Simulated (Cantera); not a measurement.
A closed system holds: 1 mol CO₂, 0.89 mol SO₂, at 2727 °C and 0.133 bar.

Equilibrium computed with Cantera from the NASA thermochemical tables; the gas is ideal and each condensed phase is pure. Candidate condensed phases: C, S; 22 gas species. Equilibrium is a limit: real reactors are often held back by kinetics, nucleation or transport.

Base state: CO 0.277, SO₂ 0.233, O₂ 0.143, O 0.117, CO₂ 0.115, SO 0.105, S 0.00997, S₂ 0.000207 (mole fractions); condensed: gas only.

### Question
What changes in the equilibrium state with this change: pressure from 0.133 bar to 1.00 bar?

### Answer
```tsv
species	before	after
SO₂	0.233	0.333
CO₂	0.115	0.227
CO	0.277	0.217
O	0.117	0.0394
SO	0.105	0.0598
O₂	0.143	0.121
S	0.00997	0.00224
SO₃	2.86e-5	0.000103
S₂	0.000207	7.87e-5
S₂O	2.08e-5	1.99e-5
```

### Question
What changes in the equilibrium state with this change: pressure from 0.133 bar to 0.0133 bar?

### Answer
```csv
species,before,after
O,0.117,0.314
CO,0.277,0.278
SO,0.105,0.141
SO₂,0.233,0.0834
CO₂,0.115,0.0310
S,0.00997,0.0496
O₂,0.143,0.103
SO₃,2.86e-5,2.75e-6
S₂,0.000207,0.000513
```

### Question
What changes in the equilibrium state with this change: temperature from 2727 °C to 2202 °C?

### Answer
```
species    before     after
-------  --------  --------
SO₂         0.233     0.413
CO₂         0.115     0.365
CO          0.277     0.124
O           0.117   0.00913
SO          0.105    0.0209
O₂          0.143    0.0679
S         0.00997  0.000269
S₂       0.000207   6.21e-6
S₂O       2.08e-5   2.10e-6
SO₃       2.86e-5   7.59e-5
```
